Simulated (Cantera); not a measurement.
A perfectly stirred reactor is fed with 13.6 % CH4, 18.1 % O2, 68.3 % N2, at 1.00 bar; it is adiabatic with a 675 K inlet, and is followed from long to short residence time, starting on the burning branch (τ in s: 0.024, 0.013, 0.0077, 0.0044, 0.0025, 0.0014, 0.00082, 0.00047, 0.00027, 0.00015, 8.7e-05).

Computed with Cantera and GRI-Mech 3.0 (53 species, 325 reactions).

Question: Predict: blow-out, bracketed by the residence times tried; x(CH4) at τ = 24.0 ms; x(O2) at τ = 24.0 ms; x(O) at τ = 24.0 ms; x(NO) at τ = 24.0 ms; x(CH2O) at τ = 24.0 ms; x(CH4) at τ = 1.40 ms; x(O2) at τ = 1.40 ms; x(O) at τ = 1.40 ms; x(NO) at τ = 1.40 ms; x(CH2O) at τ = 1.40 ms.

Answer: 
* **blow-out, bracketed by the residence times tried**: burning at 0.270 ms, out at 0.150 ms
* **x(CH4) at τ = 24.0 ms**: 0.000156
* **x(O2) at τ = 24.0 ms**: 0.000176
* **x(O) at τ = 24.0 ms**: 1.91e-5
* **x(NO) at τ = 24.0 ms**: 0.000263
* **x(CH2O) at τ = 24.0 ms**: 3.78e-6
* **x(CH4) at τ = 1.40 ms**: 0.000922
* **x(O2) at τ = 1.40 ms**: 0.00180
* **x(O) at τ = 1.40 ms**: 6.12e-5
* **x(NO) at τ = 1.40 ms**: 0.000220
* **x(CH2O) at τ = 1.40 ms**: 3.46e-5
